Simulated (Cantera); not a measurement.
**Carbon deposition, reforming and gasification: C + H2 + N2 + O2**

Input: 1 mol C, 0.75 mol H2, 3.1 mol N2, 0.89 mol O2, held at 1823.15 K.

Cantera equilibrium calculation (NASA polynomials, part measured and part estimated; ideal gas, pure solids and liquids). Candidate condensed phases: C, C6H6, C7H8, C8H18, H2O; 136 gas species. The ideal-gas law is rough above about 30 bar. Kinetics and transport are ignored.

From 10.0 Pa to 100 bar nothing is condensed. The main C-bearing gas is CO throughout.

```tsv
P (Pa)	log p N2	log p CO	log p H2O	log p CO2	log p H2	log p H
10	-4.20	-4.85	-5.02	-5.20	-5.27	-6.00
56	-3.45	-4.10	-4.27	-4.45	-4.51	-5.62
320	-2.69	-3.34	-3.51	-3.69	-3.75	-5.24
1800	-1.94	-2.59	-2.76	-2.94	-2.99	-4.86
10000	-1.19	-1.84	-2.01	-2.20	-2.25	-4.49
56000	-0.45	-1.10	-1.26	-1.45	-1.50	-4.11
320000	0.31	-0.34	-0.50	-0.70	-0.74	-3.73
1800000	1.06	0.41	0.25	0.05	0.01	-3.36
10000000	1.81	1.16	0.99	0.80	0.75	-2.99
```
log p: log10 of the partial pressure in bar; nothing condenses.
